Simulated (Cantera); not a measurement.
Feed: 1 mol MgO, a varied amount of CO, 3.4 mol H2, at 0.00530 bar.

These are equilibrium values from Cantera (NASA tables, ideal gas, pure condensed phases), not measurements of a reactor. Candidate condensed phases: C, C6H6, C7H8, C8H18, H2O, Mg, MgCO3, MgO, Mg(OH)2; 116 gas species. Kinetics and transport are ignored.

### Question
What condenses at these points (T in K, n(CO) in mol): (1150, 6.6); (1650, 2.3); (1150, 17); (1150, 6.6); (2150, 9.5); (1850, 8)?

### Answer
```json
[
 {"T (K)": "1150", "n(CO) in mol": "6.6", "condensed phases": "C + MgO", "Mg condensed (%)": "100.0"},
 {"T (K)": "1650", "n(CO) in mol": "2.3", "condensed phases": "MgO", "Mg condensed (%)": "98.8"},
 {"T (K)": "1150", "n(CO) in mol": "17", "condensed phases": "C + MgO", "Mg condensed (%)": "100.0"},
 {"T (K)": "1150", "n(CO) in mol": "6.6", "condensed phases": "C + MgO", "Mg condensed (%)": "100.0"},
 {"T (K)": "2150", "n(CO) in mol": "9.5", "condensed phases": "gas only", "Mg condensed (%)": "0.0"},
 {"T (K)": "1850", "n(CO) in mol": "8", "condensed phases": "MgO", "Mg condensed (%)": "86.9"}
]
```
